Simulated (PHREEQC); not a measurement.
## Brine: speciation

A solution holds 4.8 mol HCl, 1.8 mol FeCl2 and 4.7 mol MgCl2 per kg of water, at 25 °C. Closed to the air; pH follows from the charge balance.

All values are PHREEQC results (Pitzer model, pitzer.dat), not measurements.

Precipitation was switched off in this run.

Predict the pH, activity of water, density.

pH -4.93; activity of water 0.096; density 1.395 g/cm³.

Examples of supersaturated solids here: Bischofite, MgCl2_4H2O. Others may be too. In brines, pH and single-ion activities rest on the MacInnes convention.
